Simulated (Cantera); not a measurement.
## Adiabatic ignition

An adiabatic, constant-pressure homogeneous reactor starts with CH3OH : O2 : N2 = 1 : 1.7 : 6.41 (molar parts), at 1300 K and 101000 Pa.

Model: GRI-Mech 3.0 (53 species, 325 reactions), integrated in Cantera. GRI-Mech 3.0 was tuned for natural gas; its chemistry of methanol as a main component is partial and can be far from experiment.

```
t (s)     T (K)  x CH3OH    x O2    x C2H4   x CH2CO     x HO2
--------  -----  -------  ------  --------  --------  --------
3.00e-6    1300    0.110   0.187    <1e-12    <1e-12   2.12e-7
1.02e-5    1300    0.110   0.187    <1e-12    <1e-12   8.26e-7
3.45e-5    1300    0.110   0.187  1.31e-11    <1e-12   3.18e-6
0.000117   1300    0.110   0.187  1.01e-10    <1e-12   1.19e-5
0.000396   1300    0.110   0.187  3.66e-10  1.06e-12   3.94e-5
0.00134    1302    0.108   0.186  9.50e-10  2.74e-11  0.000176
0.00455    2610   <1e-12  0.0317    <1e-12    <1e-12   6.15e-6
0.0154     2602   <1e-12  0.0293    <1e-12    <1e-12   5.70e-6
0.0522     2602   <1e-12  0.0291    <1e-12    <1e-12   5.67e-6
0.177      2602   <1e-12  0.0291    <1e-12    <1e-12   5.67e-6
0.600      2602   <1e-12  0.0291    <1e-12    <1e-12   5.67e-6
```
x: mole fraction; the columns are a selection and need not sum to one.

```
Quantity                                                           Value
---------------------------------  -------------------------------------
time of steepest temperature rise                                2.20 ms
temperature at 0.600 s                                            2602 K
equilibrium temperature                                           2602 K
x(CH3OH) at 0.600 s                <1e-12 (gas-phase equilibrium <1e-12)
x(O2) at 0.600 s                   0.0291 (gas-phase equilibrium 0.0291)
x(C2H4) at 0.600 s                 <1e-12 (gas-phase equilibrium <1e-12)
```
